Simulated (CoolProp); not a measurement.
Properties of carbonyl sulfide along the isotherm 414.6 K (Tc = 378.8 K, pc = 63.69 bar, ω = 0.098).

Model: reference Helmholtz-energy equation of state, Lemmon 2006, in CoolProp. It is a short technical equation, of lower accuracy than the large ones.

```json
[
 {"p (bar)": "0.101", "phase": "gas", "density (kg/m³)": "0.1761", "expansivity (1/kK)": "2.415"},
 {"p (bar)": "0.207", "phase": "gas", "density (kg/m³)": "0.3610", "expansivity (1/kK)": "2.418"},
 {"p (bar)": "0.425", "phase": "gas", "density (kg/m³)": "0.7419", "expansivity (1/kK)": "2.425"},
 {"p (bar)": "0.872", "phase": "gas", "density (kg/m³)": "1.525", "expansivity (1/kK)": "2.438"},
 {"p (bar)": "1.79", "phase": "gas", "density (kg/m³)": "3.142", "expansivity (1/kK)": "2.467"},
 {"p (bar)": "3.68", "phase": "gas", "density (kg/m³)": "6.509", "expansivity (1/kK)": "2.527"},
 {"p (bar)": "7.55", "phase": "gas", "density (kg/m³)": "13.57", "expansivity (1/kK)": "2.658"},
 {"p (bar)": "15.5", "phase": "gas", "density (kg/m³)": "28.86", "expansivity (1/kK)": "2.967"},
 {"p (bar)": "31.8", "phase": "gas", "density (kg/m³)": "64.31", "expansivity (1/kK)": "3.842"}
]
```
